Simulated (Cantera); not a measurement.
Feed: 1 mol FeS2, 0.64 mol H2, 1.6 mol N2, held at 56.0 mbar.

These are equilibrium values from Cantera (NASA tables, ideal gas, pure condensed phases), not measurements of a reactor. Candidate condensed phases: Fe, FeS, FeS2, S; 16 gas species. FeS: taken at fixed stoichiometry. Kinetics and transport are ignored. All values below are at 1775 °C.

Base state: N2 0.577, H2 0.211, S2 0.167, SH 0.0149, H2S 0.0106, S 0.00748, Fe 0.00719, H 0.00434 (mole fractions); condensed: FeS(l).

Question: What changes in the equilibrium state with this change: pressure from 56.0 mbar to 3.40 bar?

Answer: 
```tsv
species	before	after
N2	0.577	0.602
H2	0.211	0.171
S2	0.167	0.150
H2S	0.0106	0.0633
SH	0.0149	0.0127
Fe	0.00719	1.61e-5
H	0.00434	0.000502
S	0.00748	0.000907
SN	1.24e-5	1.20e-5
FeS(l), mol	0.980	1.000
```
